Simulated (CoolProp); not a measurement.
Properties of R115 along the isobar 15.6 bar (Tc = 353.1 K, pc = 31.29 bar, ω = 0.248).

Model: reference Helmholtz-energy equation of state, Lemmon 2016, in CoolProp.

| T (K) | phase | cp (kJ/(kg K)) | speed of sound (m/s) | fugacity coefficient |
|---|---|---|---|---|
| 324.3 | gas | 1.010 | 100.9 | 0.7834 |
| 336.9 | gas | 0.9328 | 109.9 | 0.8106 |
| 349.4 | gas | 0.9025 | 116.8 | 0.8329 |
| 362 | gas | 0.8900 | 122.6 | 0.8519 |
| 374.5 | gas | 0.8863 | 127.8 | 0.8681 |
| 387.1 | gas | 0.8873 | 132.4 | 0.8822 |
| 399.6 | gas | 0.8909 | 136.6 | 0.8945 |
| 412.2 | gas | 0.8963 | 140.5 | 0.9053 |
| 424.7 | gas | 0.9026 | 144.2 | 0.9149 |
| 437.3 | gas | 0.9095 | 147.6 | 0.9234 |
| 449.8 | gas | 0.9167 | 150.9 | 0.9310 |
| 462.4 | gas | 0.9240 | 154.1 | 0.9378 |
| 474.9 | gas | 0.9314 | 157.1 | 0.9439 |
| 487.5 | gas | 0.9388 | 160.0 | 0.9494 |
| 500 | gas | 0.9459 | 162.8 | 0.9544 |
